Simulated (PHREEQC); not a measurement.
A solution holds 0.002 mol K2CO3 per kg of water, at 20 °C. Closed to the air; pH follows from the charge balance.

Computed with PHREEQC (Pitzer model, pitzer.dat).

Precipitation was switched off in this run.

Question: Predict the pH, osmotic coefficient, specific conductance.

Answer: pH 10.80; osmotic coefficient 0.957; specific conductance 518 µS/cm.

Question: In which forms is C present?

Answer: CO3-2 77 %, HCO3- 23 % of the C.

Complexes and solids missing from the database can't appear.
